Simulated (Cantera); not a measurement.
A closed system holds: 1 mol V₂O₅, 200 mol H₂, at 92.0 mbar.

Equilibrium computed with Cantera from the NASA thermochemical tables; the gas is ideal and each condensed phase is pure. Candidate condensed phases: H₂O, V, VO, V₂O₃, V₂O₄, V₂O₅; 12 gas species. Condensed phases not in the tables: the oxides between V₂O₃ and V₂O₅ other than VO₂. Equilibrium is a limit: real reactors are often held back by kinetics, nucleation or transport. All values below are at 902 °C.

Base state: H₂ 0.990, H₂O 0.0100 (mole fractions); condensed: V₂O₃(s).

**Question.** What changes in the equilibrium state with this change: 0.46 mol O₂ added?

**Answer.** 
| species | before | after |
|---|---|---|
| H₂ | 0.990 | 0.985 |
| H₂O | 0.0100 | 0.0146 |
| V₂O₃(s), mol | 1.00 | 1.00 |
